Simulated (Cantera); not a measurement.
Input: 1 mol AlCl3, 3.2 mol N2, 6.2 mol H2, equilibrated at 7.50 Torr.

Equilibrium computed with Cantera from the NASA thermochemical tables; the gas is ideal and each condensed phase is pure. Candidate condensed phases: Al, AlCl3, AlN, NH4Cl; 20 gas species. Kinetics and transport are ignored.

**Question.** What share of the Al ends up in condensed phases as a function of T (K), at 850, 950, 1050, 1150, 1250, 1350, 1450, 1550?

**Answer.** 
| T (K) | Al condensed (%) | as |
|---|---|---|
| 850 | 40.2 | AlN(s) |
| 950 | 38.1 | AlN(s) |
| 1050 | 36.4 | AlN(s) |
| 1150 | 35.0 | AlN(s) |
| 1250 | 33.7 | AlN(s) |
| 1350 | 31.7 | AlN(s) |
| 1450 | 25.4 | AlN(s) |
| 1550 | 0.0 | - |
